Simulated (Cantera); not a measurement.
**Premixed flame**

A freely propagating, adiabatic, planar premixed flame of C₂H₆ : O₂ : N₂ : H₂O = 1 : 2.33 : 8.77 : 2 (molar parts), unburnt at 600 K and 1.30 bar; mixture-averaged transport, grid criteria slope 0.08 and curve 0.16, no radiation.

Model: GRI-Mech 3.0 (53 species, 325 reactions), integrated in Cantera. Burning velocities carry a grid error of a few per cent, more on coarse grids.

| z (mm) | T (K) | u (m/s) | x C₂H₆ | x O₂ | x H₂O | x OH | x NO | x HCN |
|---|---|---|---|---|---|---|---|---|
| -1.71 | 601 | 0.434 | 0.0706 | 0.164 | 0.141 | <1e-8 | <1e-8 | <1e-8 |
| -1.14 | 605 | 0.440 | 0.0701 | 0.163 | 0.141 | <1e-8 | <1e-8 | <1e-8 |
| -0.857 | 621 | 0.456 | 0.0693 | 0.160 | 0.142 | <1e-8 | <1e-8 | 3.90e-8 |
| -0.571 | 707 | 0.527 | 0.0657 | 0.151 | 0.150 | <1e-8 | 3.37e-8 | 3.02e-7 |
| -0.286 | 1053 | 0.813 | 0.0439 | 0.111 | 0.182 | 1.83e-6 | 6.02e-7 | 2.12e-6 |
| -0.143 | 1372 | 1.09 | 0.0169 | 0.0711 | 0.212 | 4.55e-5 | 1.90e-6 | 4.73e-6 |
| 0 | 1673 | 1.35 | 0.00112 | 0.0314 | 0.239 | 0.000313 | 3.78e-6 | 9.49e-6 |
| 0.143 | 1835 | 1.49 | 2.63e-5 | 0.0108 | 0.251 | 0.000635 | 6.78e-6 | 1.58e-5 |
| 0.286 | 1900 | 1.54 | 4.01e-6 | 0.00374 | 0.252 | 0.000668 | 9.70e-6 | 1.99e-5 |
| 0.571 | 1940 | 1.57 | 5.67e-7 | 0.000601 | 0.250 | 0.000481 | 1.32e-5 | 2.20e-5 |
| 1.14 | 1958 | 1.58 | 1.09e-7 | 4.97e-5 | 0.246 | 0.000255 | 1.59e-5 | 2.12e-5 |
| 2.29 | 1964 | 1.59 | 3.16e-8 | 3.12e-6 | 0.244 | 0.000135 | 1.74e-5 | 1.95e-5 |
| 4.57 | 1965 | 1.59 | 1.39e-8 | 4.74e-7 | 0.243 | 9.56e-5 | 1.89e-5 | 1.72e-5 |
x: mole fraction of selected species; z is measured from the peak of heat release.

The laminar burning velocity comes out as 43.2 cm/s and the thermal thickness is 0.571 mm. The peak x(OH) is 0.000681 and the peak x(HCN) comes out as 2.20e-5. The grid points comes out as 148.
